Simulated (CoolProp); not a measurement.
The numbers come from the reference Helmholtz-energy equation of state, Wagner 2002 in CoolProp.

Give the vapour pressure (kPa), vapour density (kg/m³), liquid cp (kJ/(kg K)), liquid conductivity (mW/(m K)) of saturated water at 513.8, 548.1, 565.3 K.


```csv
T (K),p (kPa),vapour density (kg/m³),liquid cp (kJ/(kg K)),liquid conductivity (mW/(m K))
513.8,3390,16.9,4.78,627
548.1,5940,30.5,5.20,588
565.3,7680,40.5,5.54,564
```

Thermal conductivity comes from a separate model (Huber 2012).
